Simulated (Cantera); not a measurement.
Feed: 1 mol Cu₂O, 2.6 mol CH₄, 9.4 mol H₂, at 975 Torr.

Method: chemical equilibrium by Gibbs-energy minimisation in Cantera with the NASA 1993 tables (ideal gas, pure condensed phases). Candidate condensed phases: C, C₆H₆, C₇H₈, C₈H₁₈, Cu, CuO, Cu(OH)₂, Cu₂O, H₂O; 113 gas species. Kinetics and transport are ignored.

At 1002 °C, list the 5 most abundant gas species with their mole fractions, and the condensed phases.

H₂ 0.925, CO 0.0639, CH₄ 0.0103, H₂O 0.000895, CO₂ 3.72e-5. Condensed: C(graphite) + Cu(s).
